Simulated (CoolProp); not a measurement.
Vapour-liquid equilibrium of benzene (1) + cyclohexane (2) at 211.85 °C; x and y are mole fractions of (1).

Model: multi-fluid Helmholtz-energy mixture model, Thol 2012 and Zhou 2014; pair parameters Bell 2016, in CoolProp.

```json
[
 {"x": "0.05", "bubble pressure, mixture model (MPa)": "1.641", "bubble pressure, Raoult's law (MPa)": "1.622", "y, mixture model": "?", "y, Raoult's law": "0.053"},
 {"x": "0.125", "bubble pressure, mixture model (MPa)": "1.675", "bubble pressure, Raoult's law (MPa)": "1.631", "y, mixture model": "0.144", "y, Raoult's law": "0.133"},
 {"x": "0.2", "bubble pressure, mixture model (MPa)": "1.705", "bubble pressure, Raoult's law (MPa)": "1.639", "y, mixture model": "0.224", "y, Raoult's law": "0.211"},
 {"x": "0.275", "bubble pressure, mixture model (MPa)": "1.730", "bubble pressure, Raoult's law (MPa)": "1.648", "y, mixture model": "0.300", "y, Raoult's law": "0.289"},
 {"x": "0.35", "bubble pressure, mixture model (MPa)": "1.751", "bubble pressure, Raoult's law (MPa)": "1.657", "y, mixture model": "0.374", "y, Raoult's law": "0.366"},
 {"x": "0.425", "bubble pressure, mixture model (MPa)": "?", "bubble pressure, Raoult's law (MPa)": "1.665", "y, mixture model": "0.445", "y, Raoult's law": "0.442"},
 {"x": "0.5", "bubble pressure, mixture model (MPa)": "?", "bubble pressure, Raoult's law (MPa)": "1.674", "y, mixture model": "?", "y, Raoult's law": "0.517"},
 {"x": "0.575", "bubble pressure, mixture model (MPa)": "?", "bubble pressure, Raoult's law (MPa)": "1.683", "y, mixture model": "0.582", "y, Raoult's law": "0.592"},
 {"x": "0.65", "bubble pressure, mixture model (MPa)": "1.791", "bubble pressure, Raoult's law (MPa)": "1.691", "y, mixture model": "0.651", "y, Raoult's law": "0.666"},
 {"x": "0.725", "bubble pressure, mixture model (MPa)": "1.789", "bubble pressure, Raoult's law (MPa)": "1.700", "y, mixture model": "0.720", "y, Raoult's law": "0.739"},
 {"x": "0.8", "bubble pressure, mixture model (MPa)": "1.782", "bubble pressure, Raoult's law (MPa)": "1.709", "y, mixture model": "?", "y, Raoult's law": "0.811"},
 {"x": "0.875", "bubble pressure, mixture model (MPa)": "1.769", "bubble pressure, Raoult's law (MPa)": "1.717", "y, mixture model": "0.865", "y, Raoult's law": "0.882"},
 {"x": "0.95", "bubble pressure, mixture model (MPa)": "1.749", "bubble pressure, Raoult's law (MPa)": "1.726", "y, mixture model": "?", "y, Raoult's law": "0.953"}
]
```

**Question.** What belongs in the gaps?

**Answer.** 
- 0.05, y, mixture model: 0.059
- 0.425, bubble pressure, mixture model (MPa): 1.768
- 0.5, bubble pressure, mixture model (MPa): 1.780
- 0.5, y, mixture model: 0.514
- 0.575, bubble pressure, mixture model (MPa): 1.788
- 0.8, y, mixture model: 0.791
- 0.95, y, mixture model: 0.944

The largest gap from Raoult's law is +6.3 % in bubble pressure, at x = 0.5. y crosses x between x = 0.65 and 0.725: the model has an azeotrope there.

The pair parameters rest on a limited set of measurements; away from them the model extrapolates.
